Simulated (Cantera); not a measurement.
Sublimation and decomposition of ceramics: Si3N4 + H2

Charge: 1 mol Si3N4, 0.022 mol H2, held at 1898 K and 0.0100 bar.

Method: chemical equilibrium by Gibbs-energy minimisation in Cantera with the NASA 1993 tables (ideal gas, pure condensed phases). Candidate condensed phases: Si, Si3N4; 18 gas species. The tables' values for SiN are old estimates; treat these amounts as uncertain. Equilibrium is a limit: real reactors are often held back by kinetics, nucleation or transport.

| Quantity | Value |
|---|---|
| x(N2) | 0.987 |
| x(H2) | 0.0105 |
| x(Si) | 0.00123 |
| x(H) | 0.000799 |
| x(Si2N) | 5.96e-5 |
| x(SiN) | 4.11e-5 |
| x(SiH) | 1.10e-5 |
| x(Si2) | 9.82e-6 |
| x(Si3) | 2.22e-6 |
| n(Si(l)) | 3.00 mol |
| gas amount | 2.025 mol |
